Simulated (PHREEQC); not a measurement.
Solution (20 °C): 0.004 mol/kgw KOH, 0.21 mol/kgw Al(NO3)3 and 0.00061 mol/kgw CuSO4. Closed to the air; pH follows from the charge balance.

Model: ion-association model, phreeqc.dat, run in PHREEQC.

Precipitation was switched off in this run.

Q: What pH, activity of water does the model give?

A: pH 3.88; activity of water 0.986.

Q: In which forms is S present?

A: AlSO4+ 90 %, SO4-2 9.8 % of the S.

Saturation is exceeded, for instance for Gibbsite (slow to form); the values hold only as long as no solid forms. The ionic strength is past about 0.7 mol/kgw, beyond the range of this activity model, so the values are rough. Complexes and solids missing from the database can't appear.
